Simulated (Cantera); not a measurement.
# Stirred combustor or abatement burner

A perfectly stirred reactor is fed with 11.8 % CH3OH, 18.5 % O2, 69.7 % N2, at 11.0 bar; it is adiabatic with a 448 K inlet, and is followed from long to short residence time, starting on the burning branch (τ in s: 0.23, 0.093, 0.037, 0.015, 0.0058, 0.0023, 0.00092, 0.00037, 0.00015, 5.8e-05, 2.3e-05, 9.1e-06).

Cantera simulation using GRI-Mech 3.0 (53 species, 325 reactions); the numbers are that mechanism's predictions, not measurements. GRI-Mech 3.0 was tuned for natural gas; its chemistry of methanol as a main component is partial and can be far from experiment.

```tsv
τ (s)	T (K)	x CH3OH	x O2	x NO	x H2O	x CH3
0.23	2320	6.39e-8	0.00790	0.00267	0.220	2.55e-8
0.093	2320	1.56e-7	0.00804	0.00242	0.219	6.16e-8
0.037	2320	3.85e-7	0.00833	0.00196	0.219	1.48e-7
0.015	2318	9.16e-7	0.00879	0.00136	0.219	3.31e-7
0.0058	2312	2.22e-6	0.00947	0.000786	0.219	7.08e-7
0.0023	2299	5.04e-6	0.0104	0.000436	0.218	1.29e-6
0.00092	2277	1.07e-5	0.0119	0.000247	0.216	1.98e-6
0.00037	2243	2.17e-5	0.0140	0.000144	0.214	2.78e-6
0.00015	2196	4.27e-5	0.0167	8.64e-5	0.211	4.17e-6
5.8e-5	2129	8.84e-5	0.0207	5.23e-5	0.207	8.19e-6
2.3e-5	2041	0.000198	0.0266	3.08e-5	0.202	2.00e-5
9.1e-6	448	0.118	0.185	<1e-12	<1e-12	<1e-12
```
x: mole fraction; the columns are a selection and need not sum to one.
